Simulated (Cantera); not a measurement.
An isothermal, constant-pressure homogeneous reactor starts with 1.71 % CO, 3.14 % O2, 0.0219 % H2O, 95.1 % N2, equivalence ratio 0.27, at 1475 K and 10.0 bar.

Cantera simulation using GRI-Mech 3.0 (53 species, 325 reactions); the numbers are that mechanism's predictions, not measurements.

Q: Predict: x(CO) at 30.0 s; x(O2) at 30.0 s; x(H2O) at 30.0 s; x(NO) at 30.0 s; x(N2O) at 30.0 s.

A: 
- x(CO) at 30.0 s: 1.21e-7 (gas-phase equilibrium 1.22e-7)
- x(O2) at 30.0 s: 0.0230 (gas-phase equilibrium 0.0228)
- x(H2O) at 30.0 s: 0.000220 (gas-phase equilibrium 0.000220)
- x(NO) at 30.0 s: 1.69e-5 (gas-phase equilibrium 0.000395)
- x(N2O) at 30.0 s: 8.55e-8 (gas-phase equilibrium 8.52e-8)
